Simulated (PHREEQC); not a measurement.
0.031 g of hydrous ferric oxide (600 m²/g; 0.2 weak and 0.005 strong sites per Fe, Dzombak-Morel constants, diffuse double layer) in 1 kg of water with 0.001 mol/kgw of an inert sodium salt and 2.6e-05 mol Na2HAsO4 and 1.3e-07 mol Na2SeO4, at 25 °C; the pH is set by adding NaOH or the inert anion's acid. Oxygen is held at 0.21 atm. The system is closed to CO2. Nothing may precipitate in this run.

The numbers come from PHREEQC with the ion-association model, wateq4f.dat.

| pH | As sorbed (%) | Se sorbed (%) | surface charge σ (C/m²) |
|---|---|---|---|
| 4 | 100.0 | 97.8 | 0.048 |
| 4.5 | 100.0 | 87.8 | 0.029 |
| 5 | 100.0 | 48.8 | 0.017 |
| 5.5 | 99.9 | 10.1 | 0.010 |
| 6 | ___ | 1.2 | ___ |
| 6.5 | ___ | 0.1 | 0.002 |
| 7 | 97.5 | 0.0 | ___ |
| 7.5 | ___ | 0.0 | ___ |
| 8 | 70.8 | 0.0 | -0.004 |
| 8.5 | 46.5 | 0.0 | -0.006 |
| 9 | 27.4 | 0.0 | -0.009 |
| 9.5 | ___ | 0.0 | -0.012 |
| 10 | ___ | 0.0 | -0.018 |
| 10.5 | 1.7 | 0.0 | -0.030 |
| 11 | 0.4 | 0.0 | -0.056 |
| 11.5 | 0.1 | 0.0 | -0.108 |
| 12 | 0.0 | 0.0 | -0.201 |

Problem. Some entries are withheld; supply them.

Solution. 
- 6, As sorbed (%): 99.8
- 6, surface charge σ (C/m²): 0.005
- 6.5, As sorbed (%): 99.4
- 7, surface charge σ (C/m²): 0.000
- 7.5, As sorbed (%): 89.8
- 7.5, surface charge σ (C/m²): -0.002
- 9.5, As sorbed (%): 14.8
- 10, As sorbed (%): 6.2
